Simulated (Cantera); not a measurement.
Input: 1 mol SiC, 0.0042 mol C, 0.49 mol N₂, equilibrated at 2823.15 K and 750 Torr.

Cantera equilibrium calculation (NASA polynomials, part measured and part estimated; ideal gas, pure solids and liquids). Candidate condensed phases: C, Si, SiC, Si₃N₄; 20 gas species. The tables' values for SiN are old estimates; treat these amounts as uncertain. Equilibrium is a limit: real reactors are often held back by kinetics, nucleation or transport.

Base state: N₂ 0.961, Si 0.0188, SiC₂ 0.0110, Si₂C 0.00557, SiN 0.00121, CN 0.00108, C₂N₂ 0.000415, Si₂N 0.000413 (mole fractions); condensed: C(graphite) + SiC(s).

What changes in the equilibrium state with this change: temperature from 2823.15 K to 2048.15 K?


```
species             before    after
----------------  --------  -------
N₂                   0.961    1.000
Si                  0.0188  4.94e-6
C₂N₂              0.000415  2.83e-6
SiC₂                0.0110  2.54e-7
Si₂               0.000358  3.74e-9
C₃                 4.19e-5    <1e-9
SiC                3.67e-5    <1e-9
Si₂C               0.00557  1.65e-7
C(graphite), mol    0.0114  0.00420
SiC(s), mol          0.978    1.000
```
